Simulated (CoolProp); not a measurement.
Model: reference Helmholtz-energy equation of state, Thol 2018, in CoolProp.

Question: For hydrogen chloride, give the phase and the cp (kJ/(kg K)) at 87.75 °C and 0.794 MPa; -98.75 °C and 0.0124 MPa.

Answer: 
- 87.75 °C and 0.794 MPa: gas; cp 0.839
- -98.75 °C and 0.0124 MPa: gas; cp 0.808
